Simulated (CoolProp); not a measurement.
Model: reference Helmholtz-energy equation of state, Gao 2020, in CoolProp.

### Question
For ammonia, give the phase and the Z, cp (kJ/(kg K)), Joule-Thomson coefficient (K/MPa), conductivity (mW/(m K)) at -59.45 °C and 16.6 MPa.

### Answer
- -59.45 °C and 16.6 MPa: liquid; Z 0.221, cp 4.33, Joule-Thomson coefficient -0.214, conductivity 775

Thermal conductivity comes from a separate model (Tufeu 1984).
